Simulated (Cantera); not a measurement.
Input: 1 mol CH₃SiH₃, 0.18 mol C₂H₂, 1600 mol H₂, equilibrated at 1977 °C and 28.0 mbar.

These are equilibrium values from Cantera (NASA tables, ideal gas, pure condensed phases), not measurements of a reactor. Candidate condensed phases: C, C₆H₆, C₇H₈, C₈H₁₈, Si, SiC; 87 gas species. The feed counts by its element totals alone. The numbers say what is thermodynamically allowed, not how fast it happens.

Base state: H₂ 0.956, H 0.0434, Si 0.000550, C₂H₂ (acetylene) 0.000402, SiH 3.62e-5 (mole fractions); condensed: gas only.

Task: What changes in the equilibrium state with this change: pressure from 28.0 mbar to 0.130 bar?

Result: 
| species | before | after |
|---|---|---|
| H₂ | 0.956 | 0.979 |
| H | 0.0434 | 0.0204 |
| Si | 0.000550 | 0.000481 |
| CH₄ | 2.15e-6 | 1.03e-5 |
| SiH₂ | 9.32e-6 | 3.87e-5 |
| SiH | 3.62e-5 | 6.90e-5 |
Gases not in the tables: Si₂H₆ and higher silanes.

Task: What changes in the equilibrium state with this change: pressure from 28.0 mbar to 81.0 mbar?

Result: 
```csv
species,before,after
H₂,0.956,0.973
H,0.0434,0.0257
Si,0.000550,0.000510
SiH₂,9.32e-6,2.54e-5
SiH,3.62e-5,5.76e-5
C₂H₂ (acetylene),0.000402,0.000402
```
Gases not in the tables: Si₂H₆ and higher silanes.
